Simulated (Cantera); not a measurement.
Source: NASA polynomial tables (part measured, part estimated), evaluated in Cantera. Values are per mole of reaction as written; species without (g) are pure solids or liquids, kept so even where they would boil at 1 bar.

CaS ⇌ Ca(g) + S, with ΔH° = 651.0 kJ and ΔS° = 130.3 J/K at 300 K.

### Question
How far is the shortcut ΔG° ≈ ΔH°(300 K) − T·ΔS°(300 K) from the full temperature-dependent value at 575, 625, 675, 725, 775, 825, 875 K?

### Answer
```
T (K)  shortcut (kJ)  full (kJ)  difference (kJ)  difference in log10 K  condensed phases
-----  -------------  ---------  ---------------  ---------------------  ----------------
575            576.1      574.9              1.2                  -0.11      CaS(s), S(l)
625            569.6      568.0              1.6                  -0.13      CaS(s), S(l)
675            563.0      561.0              2.0                  -0.16      CaS(s), S(l)
725            556.5      554.0              2.5                  -0.18      CaS(s), S(l)
775            550.0      547.1              2.9                  -0.20      CaS(s), S(l)
825            543.5      540.2              3.3                  -0.21      CaS(s), S(l)
875            537.0      533.2              3.8                  -0.22      CaS(s), S(l)
```
The shortcut ignores heat capacities and the phase changes listed.
